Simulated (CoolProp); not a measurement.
R13 at 293.15 K and 2.11 MPa flows at 5.1 m/s in a round tube of 2 mm bore and 45 µm roughness, fully developed (64/Re and Nu = 3.66 if laminar; Colebrook and Gnielinski if turbulent). Each further row changes one setting.

Model: reference Helmholtz-energy equation of state, Platzer 1990, in CoolProp. This equation is an older, rougher fit.

```tsv
case	Reynolds number	Darcy friction factor	pressure drop (Pa/m)	heat-transfer coefficient (W/(m² K))	mass flow (kg/h)
as stated	80200	0.0514	…	…	…
velocity 10.2 m/s	160000	0.0511	160000	…	13.9
diameter 4 mm	160000	…	…	…	27.8
```

### Question
What belongs in the gaps?

### Answer

- as stated, pressure drop (Pa/m): 40200
- as stated, heat-transfer coefficient (W/(m² K)): 3610
- as stated, mass flow (kg/h): 6.94
- velocity 10.2 m/s, heat-transfer coefficient (W/(m² K)): 7240
- diameter 4 mm, Darcy friction factor: 0.0398
- diameter 4 mm, pressure drop (Pa/m): 15600
- diameter 4 mm, heat-transfer coefficient (W/(m² K)): 2800

Viscosity comes from a separate model (Huber 2003), an estimate that may be off by 10 % or more. Thermal conductivity comes from a separate model (Huber 2003), an estimate that may be off by 10 % or more.
